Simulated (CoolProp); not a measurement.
Properties of carbon monoxide at several states.

The numbers come from the reference Helmholtz-energy equation of state, Lemmon 2006 in CoolProp. It is a short technical equation, of lower accuracy than the large ones.

| T (K) | p (bar) | phase | cv (kJ/(kg K)) | speed of sound (m/s) |
|---|---|---|---|---|
| 482 | 2.42 | gas | 0.7635 | 446.4 |
| 367.3 | 0.157 | gas | 0.7473 | 390.3 |
| 301 | 0.584 | gas | 0.7437 | 353.7 |
| 203.1 | 1.08 | gas | 0.7430 | 290.3 |
| 390.7 | 80.1 | supercritical | 0.7614 | 424.4 |
| 350.9 | 0.139 | gas | 0.7461 | 381.6 |
